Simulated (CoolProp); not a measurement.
Vapour-liquid equilibrium of n-heptane (1) + o-xylene (2) at 147.35 °C; x and y are mole fractions of (1).

Computed with CoolProp (multi-fluid Helmholtz-energy mixture model, Span 2003 and Zhou 2012; pair parameters Bell 2016).

```csv
x,"bubble pressure, mixture model (kPa)","bubble pressure, Raoult's law (kPa)","y, mixture model","y, Raoult's law"
0.05,126.4,121.7,___,0.145
0.15,___,146.0,0.389,0.362
0.25,184.4,170.3,___,0.517
0.35,___,194.5,0.629,0.634
0.45,___,218.8,___,0.725
0.55,255.0,243.1,0.773,0.797
0.65,276.7,267.4,0.830,0.857
0.75,298.1,291.7,0.882,0.906
0.85,319.6,316.0,0.930,0.948
0.95,341.3,340.2,0.977,0.984
```

**Question.** Complete the blanks.

**Answer.** 
- 0.05, y, mixture model: 0.169
- 0.15, bubble pressure, mixture model (kPa): 157.0
- 0.25, y, mixture model: 0.529
- 0.35, bubble pressure, mixture model (kPa): 209.4
- 0.45, bubble pressure, mixture model (kPa): 232.8
- 0.45, y, mixture model: 0.708

The largest gap from Raoult's law is +8.3 % in bubble pressure, at x = 0.25. No azeotrope shows between x = 0.05 and 0.95.

Pair parameters are fitted to limited data, so mixtures are less certain than the pure fluids.
